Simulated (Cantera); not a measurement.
A closed system holds: 1 mol B, 0.084 mol H2O, 120 mol H2, equilibrated at 1477 °C and 1.33 mbar.

Equilibrium computed with Cantera from the NASA thermochemical tables; the gas is ideal and each condensed phase is pure. Candidate condensed phases: B, B2O3, B3O3H3, H2O; 23 gas species. The tables' values for BH2 are old estimates; treat these amounts as uncertain. Equilibrium is a limit: real reactors are often held back by kinetics, nucleation or transport.

Base state: H2 0.993, H 0.00635, HBO 0.000619, BH2 8.95e-5, BO 7.46e-5 (mole fractions); condensed: B(s).

Question: What changes in the equilibrium state with this change: H2O from 0.084 to 0.66 mol?

Answer: 
| species | before | after |
|---|---|---|
| H2 | 0.993 | 0.988 |
| H | 0.00635 | 0.00633 |
| HBO | 0.000619 | 0.00468 |
| BO | 7.46e-5 | 0.000565 |
| B2O2 | 1.61e-6 | 9.27e-5 |
| BH2 | 8.95e-5 | 8.91e-5 |
| B(s), mol | 0.905 | 0.329 |

Question: What changes in the equilibrium state with this change: temperature from 1477 °C to 927 °C?

Answer: 
```csv
species,before,after
H2,0.993,0.999
HBO,0.000619,0.000631
B3O3H3,<1e-9,1.49e-5
H,0.00635,5.40e-6
BH2,8.95e-5,2.01e-7
BO,7.46e-5,1.49e-7
"B(s), mol",0.905,0.916
```

Question: What changes in the equilibrium state with this change: temperature from 1477 °C to 2000 °C?

Answer: 
```csv
species,before,after
H2,0.993,0.788
H,0.00635,0.204
B,8.52e-7,0.00522
BH,2.03e-7,0.000160
B2O,5.25e-7,1.19e-5
"B(s), mol",0.905,0
```
